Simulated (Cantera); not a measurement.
**Thermodynamics of hydrogen reduction and annealing atmospheres, feed FeS + H₂ + H₂O**

A closed system holds: 1 mol FeS, 0.35 mol H₂, a varied amount of H₂O, at 1927 °C and 1000 Pa.

These are equilibrium values from Cantera (NASA tables, ideal gas, pure condensed phases), not measurements of a reactor. Candidate condensed phases: Fe, FeO, Fe(OH)₂, Fe(OH)₃, FeS, FeSO₄, FeS₂, Fe₂O₃, Fe₂(SO₄)₃, Fe₃O₄, H₂O, H₂SO₄, S; 22 gas species. The tables' stoichiometric FeO is somewhat more stable than real wüstite, so its field is too wide. FeO: taken at fixed stoichiometry. Rates play no part.

```csv
n(H₂O) (mol),x H₂O,x H₂,x Fe,x S₂,x SO₂,x SO,x H,x S,x SH,n Fe(l),n FeO(l)
0.87,0.132,0.283,0.278,0.0922,0.0513,0.0745,0.0300,0.0318,0.0173,0.225,0
1.2,0.152,0.304,0.267,0.0710,0.0519,0.0702,0.0310,0.0279,0.0157,0,0.131
1.6,0.191,0.321,0.224,0.0512,0.0624,0.0709,0.0319,0.0237,0.0137,0,0.173
2.3,0.252,0.331,0.176,0.0282,0.0755,0.0672,0.0324,0.0176,0.0103,0,0.216
3.1,0.312,0.328,0.140,0.0140,0.0836,0.0594,0.0323,0.0124,0.00725,0,0.249
4.3,0.392,0.310,0.106,0.00488,0.0869,0.0465,0.0314,0.00731,0.00416,0,0.293
6,0.484,0.276,0.0760,0.00119,0.0827,0.0319,0.0296,0.00361,0.00194,0,0.344
```
x: gas mole fraction; n: condensed amount in mol.

At 0.87 mol H₂O the condensed part is Fe(l). From 1.2 mol H₂O to 6 mol H₂O the condensed part is FeO(l). The main Fe-bearing gas is Fe throughout. The share of Fe in condensed phases is highest at 6 mol H₂O (34.4 %) and lowest at 1.2 mol H₂O (13.1 %).
